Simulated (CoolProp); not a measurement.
n-perfluorohexane along the isotherm 176.85 °C: density (kg/m³) from the reference equation and from simpler models built on Tc = 174.9 °C, pc = 1.742 MPa, ω = 0.497; each cubic takes its own stable root.

The numbers come from the reference Helmholtz-energy equation of state, Gao 2022 in CoolProp.

```
p (MPa)          phase  reference
-------  -------------  ---------
1.34               gas      187.2
2.68     supercritical       1036
4.02     supercritical       1131
5.36     supercritical       1185
6.7      supercritical       1222
8.04     supercritical       1252
9.38     supercritical       1277
10.7     supercritical       1298
12.1     supercritical       1317
13.4     supercritical       1333
14.7     supercritical       1348
16.1     supercritical       1362
17.4     supercritical       1375
```

### Question
How far does each simpler model (van der Waals, Redlich-Kwong, Soave-Redlich-Kwong, Peng-Robinson) lie from the reference over these 13 states: mean and median of the absolute difference, and the worst?

### Answer
- van der Waals: mean 29.4 %, median 30.7 %, worst -34.4 % at 176.85 °C and 2.68 MPa
- Redlich-Kwong: mean 11.6 %, median 10.8 %, worst -21.0 % at 176.85 °C and 2.68 MPa
- Soave-Redlich-Kwong: mean 11.8 %, median 10.9 %, worst -21.5 % at 176.85 °C and 2.68 MPa
- Peng-Robinson: mean 3.3 %, median 1.7 %, worst -13.1 % at 176.85 °C and 2.68 MPa
